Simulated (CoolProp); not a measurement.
R125 along the isobar 28 bar: density (kg/m³) from the reference equation and from simpler models built on Tc = 339.2 K, pc = 36.18 bar, ω = 0.305; each cubic takes its own stable root.

Model: reference Helmholtz-energy equation of state, Lemmon 2005, in CoolProp.

| T (K) | phase | reference | ideal gas | Peng-Robinson |
|---|---|---|---|---|
| 337.3 | gas | 189.1 | 119.8 | 193.7 |
| 347.2 | gas | 168.1 | 116.4 | 172.5 |
| 357.1 | gas | 154.0 | 113.2 | 157.9 |
| 367 | gas | 143.3 | 110.1 | 146.7 |
| 376.9 | gas | 134.8 | 107.2 | 137.8 |
| 386.7 | gas | 127.8 | 104.5 | 130.3 |
| 396.6 | gas | 121.7 | 101.9 | (withheld) |
| 406.5 | gas | 116.4 | 99.43 | 118.4 |
| 416.4 | gas | 111.8 | 97.07 | (withheld) |
| 426.3 | gas | 107.6 | 94.81 | 109.0 |
| 436.1 | gas | 103.9 | 92.68 | 105.1 |
| 446 | gas | 100.4 | 90.62 | 101.5 |
| 455.9 | gas | 97.29 | 88.66 | 98.21 |
| 465.8 | gas | (withheld) | 86.77 | 95.18 |
| 475.7 | gas | 91.71 | 84.97 | 92.37 |

Question: Some entries are withheld; supply them.

Answer: 
- 396.6, Peng-Robinson: 123.9
- 416.4, Peng-Robinson: 113.4
- 465.8, reference: 94.40
